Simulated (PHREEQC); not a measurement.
Model water analysis in mg/L, 25 °C, pH 6.96, pe 12.3: Na 197; K 2.65; Ca 110; Mg 35.6; Cl 357; S(6) as SO4 276; Alkalinity as HCO3 93.4; Zn 0.17.

Cl is adjusted to close the charge balance.
Valence states are taken as typed.

All values are PHREEQC results (ion-association model, phreeqc.dat), not measurements.

Question: The ionic strength comes out as 0.0218 mol/kgw. What activity coefficients do Cl-, SO4-2, NaSO4-, Na+, Ca+2 get?

Answer: Cl- 0.86, SO4-2 0.57, NaSO4- 0.87, Na+ 0.87, Ca+2 0.58.

Precipitation was switched off in this run.
